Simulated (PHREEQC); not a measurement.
A made-up water analysis in mg/kgw, 25 °C, pH 6.25, pe -0.7:

| constituent | mg/kgw |
|---|---|
| Na | 0.0147 |
| K | 0.00638 |
| Ca | 0.0174 |
| Mg | 0.0067 |
| Cl | 0.0525 |
| S(6) as SO4 | 0.0161 |
| Alkalinity as HCO3 | 0.0234 |
| Sr | 5.9e-05 |
| Fe(2) | 3.41e-05 |
| Si as SiO2 | 0.000106 |
| F | 0.00103 |
| Zn | 0.00312 |
| Mn(2) | 0.00321 |

Na is adjusted to close the charge balance.
Valence states are taken as typed.

Model: ion-association model, wateq4f.dat, run in PHREEQC.

Each row changes one thing in this solution. No solid was allowed to form.

| case | ionic strength (mol/kgw) | CO2 (mol/kgw) | HCO3- (mol/kgw) | ZnOH+ (mol/kgw) | CO3-2 (mol/kgw) | HF (mol/kgw) | SI of Quartz (SiO2) | SI of Zincite(c) (ZnO) |
|---|---|---|---|---|---|---|---|---|
| as made | 3.80e-6 | 1.17e-6 | 9.29e-7 | 9.22e-11 | 7.80e-11 | 4.56e-11 | -4.77 | -5.97 |
| pH from 6.25 to 6.75 at the same alkalinity | 3.42e-6 | 2.01e-7 | 5.05e-7 | 2.90e-10 | 1.34e-10 | 1.44e-11 | -4.77 | -4.97 |
| temperature from 25 to 75 °C at the same typed pH | 3.80e-6 | 7.03e-7 | 5.97e-7 | 2.26e-9 | 8.02e-11 | 1.21e-10 | -5.40 | -3.69 |
| all concentrations times 2 at the same typed pH | 7.04e-6 | 1.66e-6 | 1.31e-6 | 1.84e-10 | 1.11e-10 | 9.11e-11 | -4.47 | -5.67 |
| Sr from 5.9e-05 to 2.95e-05 mg/kgw | 3.80e-6 | 1.17e-6 | 9.29e-7 | 9.22e-11 | 7.80e-11 | 4.56e-11 | -4.77 | -5.97 |

Away from 25 °C the constants follow the database's enthalpies or fits; those with neither stay at their 25 °C values. SiF6-2 is the database's only silicon fluoride. Fluoro complexes past AlF4- and FeF3 are missing from the database.
